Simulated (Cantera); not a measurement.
**Abatement and gas-phase synthesis: HCl + H2**

Feed: 1 mol HCl, a varied amount of H2, at 2225 °C and 26.0 mbar.

These are equilibrium values from Cantera (NASA tables, ideal gas, pure condensed phases), not measurements of a reactor. Rates play no part.

```json
[
 {"n(H2) (mol)": "0.3", "x H2": "0.234", "x HCl": "0.564", "x H": "0.0748", "x Cl": "0.127", "x Cl2": "3.64e-5"},
 {"n(H2) (mol)": "0.41", "x H2": "0.277", "x HCl": "0.531", "x H": "0.0814", "x Cl": "0.110", "x Cl2": "2.72e-5"},
 {"n(H2) (mol)": "0.55", "x H2": "0.325", "x HCl": "0.492", "x H": "0.0882", "x Cl": "0.0943", "x Cl2": "1.99e-5"},
 {"n(H2) (mol)": "0.76", "x H2": "0.385", "x HCl": "0.441", "x H": "0.0960", "x Cl": "0.0777", "x Cl2": "1.35e-5"},
 {"n(H2) (mol)": "1", "x H2": "0.439", "x HCl": "0.393", "x H": "0.103", "x Cl": "0.0649", "x Cl2": "9.42e-6"},
 {"n(H2) (mol)": "1.4", "x H2": "0.507", "x HCl": "0.332", "x H": "0.110", "x Cl": "0.0510", "x Cl2": "5.83e-6"},
 {"n(H2) (mol)": "1.9", "x H2": "0.566", "x HCl": "0.277", "x H": "0.116", "x Cl": "0.0403", "x Cl2": "3.64e-6"},
 {"n(H2) (mol)": "2.6", "x H2": "0.622", "x HCl": "0.225", "x H": "0.122", "x Cl": "0.0312", "x Cl2": "2.19e-6"},
 {"n(H2) (mol)": "3.6", "x H2": "0.672", "x HCl": "0.177", "x H": "0.127", "x Cl": "0.0237", "x Cl2": "1.25e-6"},
 {"n(H2) (mol)": "4.9", "x H2": "0.713", "x HCl": "0.139", "x H": "0.131", "x Cl": "0.0180", "x Cl2": "7.25e-7"},
 {"n(H2) (mol)": "6.7", "x H2": "0.746", "x HCl": "0.107", "x H": "0.134", "x Cl": "0.0135", "x Cl2": "4.09e-7"}
]
```
x: gas mole fraction; nothing condenses.

From 0.3 mol H2 to 6.7 mol H2 nothing is condensed.
